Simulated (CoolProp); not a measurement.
Aqueous ethylene glycol as a coolant, at 38 °C, 1 atm.

Values from CoolProp's Melinder's fits for secondary coolants.

| mass % | freezing point (°C) | cp (kJ/(kg K)) | density (kg/m³) | viscosity (mPa s) | conductivity (W/(m K)) |
|---|---|---|---|---|---|
| 5.2 | -1.6 | 4.116 | 999.2 | ___ | 0.600 |
| 10.5 | -3.5 | 4.054 | 1006 | 0.844 | 0.573 |
| 15.8 | -5.8 | 3.987 | ___ | 0.957 | 0.547 |
| 21.1 | -8.6 | 3.913 | 1019 | 1.09 | 0.522 |
| 26.4 | -11.9 | 3.830 | 1025 | ___ | ___ |
| 31.7 | -15.9 | 3.740 | 1032 | ___ | 0.474 |
| 37.1 | -20.8 | 3.644 | 1039 | 1.60 | ___ |
| 42.4 | -26.5 | 3.546 | 1045 | 1.82 | 0.429 |
| 47.7 | -32.9 | 3.446 | ___ | 2.08 | 0.409 |

Problem. What belongs in the gaps?

Solution. 
- 5.2, viscosity (mPa s): 0.752
- 15.8, density (kg/m³): 1012
- 26.4, viscosity (mPa s): 1.23
- 26.4, conductivity (W/(m K)): 0.497
- 31.7, viscosity (mPa s): 1.40
- 37.1, conductivity (W/(m K)): 0.451
- 47.7, density (kg/m³): 1052
